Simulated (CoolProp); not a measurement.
A closed Brayton cycle with carbon dioxide: compressor inlet 312.15 K and 7.9 MPa, high pressure 16.2 MPa, turbine inlet 785 K, compressor efficiency 0.85, turbine efficiency 0.93, recuperator effectiveness 0.8 (on enthalpy, no pinch check). Each further row changes one setting.

Computed with CoolProp (reference Helmholtz-energy equation of state, Span 1996).

| case | thermal efficiency (%) | net work (kJ/kg) | compressor to turbine work | compressor exit (K) | turbine exit (K) |
|---|---|---|---|---|---|
| as stated | 26.5 | 66.2 | 0.30 | 363.6 | 698.7 |
| turbine inlet 735 K | 25.6 | ? | ? | 363.6 | 652.0 |
| compressor inlet 322.15 K | 26.0 | 59.4 | 0.37 | 381.8 | 698.7 |
| high pressure 13.8 MPa | 23.4 | ? | 0.28 | 351.9 | 717.6 |
| recuperator effectiveness 0.5 | 18.1 | 66.2 | 0.30 | 363.6 | 698.7 |

Q: Fill in the missing entries.

A: 
- turbine inlet 735 K, net work (kJ/kg): 59.5
- turbine inlet 735 K, compressor to turbine work: 0.32
- high pressure 13.8 MPa, net work (kJ/kg): 53.2
